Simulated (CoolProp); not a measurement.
Sulfur hexafluoride along the isobar 18.7 MPa: density (kg/m³) from the reference equation and from simpler models built on Tc = 45.6 °C, pc = 3.755 MPa, ω = 0.210; each cubic takes its own stable root.

The numbers come from the reference Helmholtz-energy equation of state, Guder 2009 in CoolProp.

```
T (°C)          phase  reference  Redlich-Kwong  Soave-Redlich-Kwong  Peng-Robinson
------  -------------  ---------  -------------  -------------------  -------------
-22.25         liquid       1813           1749                 1779           1997
-12.85         liquid       1774           1712                 1740           1952
-3.45          liquid       1735           1673                 1699           1905
6.05           liquid       1693           1634                 1656           1856
15.45          liquid       1652           1594                 1612           1805
24.85          liquid       1609           1554                 1567           1752
34.25          liquid       1565           1512                 1520           1697
43.75          liquid       1520           1470                 1472           1639
53.15   supercritical       1473           1428                 1423           1581
62.55   supercritical       1426           1386                 1373           1522
71.95   supercritical       1378           1343                 1322           1462
81.45   supercritical       1328           1300                 1271           1401
90.85   supercritical       1279           1258                 1220           1340
```
